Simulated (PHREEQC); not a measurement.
A solution holds 0.0042 mol/kgw K2CO3, at 55 °C. Closed to the air; pH follows from the charge balance.

All values are PHREEQC results (ion-association model, wateq4f.dat), not measurements.

Q: The ionic strength comes out as 0.0111 mol/kgw. What activity coefficients do OH-, CO3-2, K+, HCO3- get?

A: OH- 0.89, CO3-2 0.64, K+ 0.89, HCO3- 0.90.

This is a speciation only: nothing precipitates in the calculation. Species that the database lacks are ignored. Away from 25 °C the constants follow the database's enthalpies or fits; those with neither stay at their 25 °C values.
